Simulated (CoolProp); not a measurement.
Vapour-liquid equilibrium of R125 (1) + R227EA (2) at 140 kPa; x and y are mole fractions of (1).

Model: multi-fluid Helmholtz-energy mixture model, Lemmon 2005 and Lemmon 2016; pair parameters Bell 2016, in CoolProp.

### Question
Give the bubble temperature and the first vapour's composition at x = 0.35, 0.55, 0.95. Is there an azeotrope?

### Answer
x = 0.35: -25.1 °C, y = 0.671; x = 0.55: -31.4 °C, y = 0.829; x = 0.95: -40.4 °C, y = 0.987. No azeotrope shows between x = 0.05 and 0.95.

Pair parameters are fitted to limited data, so mixtures are less certain than the pure fluids.
